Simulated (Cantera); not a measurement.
A Cantera script and what it prints.

```python
import numpy as np
import cantera as ct

gas_names = """
    H H2 N NH NH2 NH3 N2 N2H2 N2H4 Si SiH SiH2 SiH3 SiH4 SiN Si2 Si2N Si3
""".split()
cond_names = """
    Si(cr) Si(L) Si3N4(a)
""".split()


def load(file, names, dense=False):
    # The tables refer to 1 bar. Condensed volumes are neglected.
    table = {s.name: s for s in ct.Species.list_from_file(file)}
    out = []
    for n in names:
        d = dict(table[n].input_data)
        d["thermo"] = dict(d["thermo"], **{"reference-pressure": 1e5})
        if dense:
            d["equation-of-state"] = {"model": "constant-volume", "density": "1e6 g/cm^3"}
        out.append(ct.Species.from_dict(d))
    return out


gas = ct.Solution(thermo="ideal-gas", species=load("nasa_gas.yaml", gas_names))
cond = {s.name: ct.Solution(thermo="fixed-stoichiometry", species=[s], name=s.name)
        for s in load("nasa_condensed.yaml", cond_names, dense=True)}
atoms = {
    'trisilylamine': {'Si': 3, 'N': 1, 'H': 9},
    'N2': {'N': 2},
}
top_T = {'Si3N4(a)': 2400}  # K; cautious upper limits of use, not melting points


def equilibrate(T, P, feed):
    n = {}
    for name, mol in feed.items():
        for a, k in atoms[name].items():
            n[a] = n.get(a, 0.0) + k * mol
    gas.TPX = T, P, n
    mass = sum(n.values()) * gas.mean_molecular_weight
    gas.equilibrate("TP")
    valid = [c for c in cond.values() if c.min_temp <= T <= top_T.get(c.name, c.max_temp)]
    mix = ct.Mixture([(gas, mass / gas.mean_molecular_weight)] + [(c, 0.0) for c in valid])
    mix.T, mix.P = T, P
    mix.equilibrate("TP", solver="vcs", rtol=1e-11, max_steps=5000)
    return mix


results = []
T = 1950  # K
P = 45000  # Pa
for m in [0.51, 0.65, 0.84, 1.1, 1.4, 1.7, 2.2, 2.8, 3.6]:
    feed = {'trisilylamine': 1, 'N2': m}  # mol
    mix = equilibrate(T, P, feed)
    results.append((T, P, feed, dict(zip(mix.species_names, mix.species_moles))))
    x = sorted(zip(gas.X, gas.species_names), reverse=True)
    print(f"T = {T:g} K  P = {P:g} Pa  n(N2) = {m:g} mol  gas = {mix.phase_moles(0):.4g} mol")
    print("   x: " + "  ".join(f"{s} {v:.3e}" for v, s in x if v > 0.0001))
    print("   condensed (mol): " + ("  ".join(f"{mix.phase(i).name} {mix.phase_moles(i):.4g}"
          for i in range(1, mix.n_phases) if mix.phase_moles(i) > 1e-12) or "none"))
```

It prints:

```
T = 1950 K  P = 45000 Pa  n(N2) = 0.51 mol  gas = 5.515 mol
   x: H2 8.152e-01  N2 1.831e-01  H 1.543e-03
   condensed (mol): Si(L) 2.999
T = 1950 K  P = 45000 Pa  n(N2) = 0.65 mol  gas = 5.536 mol
   x: H2 8.120e-01  N2 1.863e-01  H 1.540e-03
   condensed (mol): Si(L) 2.821  Si3N4(a) 0.05937
T = 1950 K  P = 45000 Pa  n(N2) = 0.84 mol  gas = 5.536 mol
   x: H2 8.120e-01  N2 1.863e-01  H 1.540e-03
   condensed (mol): Si(L) 2.536  Si3N4(a) 0.1544
T = 1950 K  P = 45000 Pa  n(N2) = 1.1 mol  gas = 5.536 mol
   x: H2 8.120e-01  N2 1.863e-01  H 1.540e-03
   condensed (mol): Si(L) 2.146  Si3N4(a) 0.2844
T = 1950 K  P = 45000 Pa  n(N2) = 1.4 mol  gas = 5.536 mol
   x: H2 8.120e-01  N2 1.863e-01  H 1.540e-03
   condensed (mol): Si(L) 1.696  Si3N4(a) 0.4344
T = 1950 K  P = 45000 Pa  n(N2) = 1.7 mol  gas = 5.536 mol
   x: H2 8.120e-01  N2 1.863e-01  H 1.540e-03
   condensed (mol): Si(L) 1.246  Si3N4(a) 0.5844
T = 1950 K  P = 45000 Pa  n(N2) = 2.2 mol  gas = 5.536 mol
   x: H2 8.120e-01  N2 1.863e-01  H 1.540e-03
   condensed (mol): Si(L) 0.496  Si3N4(a) 0.8344
T = 1950 K  P = 45000 Pa  n(N2) = 2.8 mol  gas = 5.805 mol
   x: H2 7.743e-01  N2 2.240e-01  H 1.504e-03
   condensed (mol): Si3N4(a) 0.9997
T = 1950 K  P = 45000 Pa  n(N2) = 3.6 mol  gas = 6.605 mol
   x: H2 6.805e-01  N2 3.180e-01  H 1.410e-03
   condensed (mol): Si3N4(a) 0.9998
```

Cantera equilibrium calculation (NASA polynomials, part measured and part estimated; ideal gas, pure solids and liquids). The feed counts by its element totals alone. Mutual solubility and eutectic melting of coexisting phases are not modelled. Gases not in the tables: Si2H6 and higher silanes.
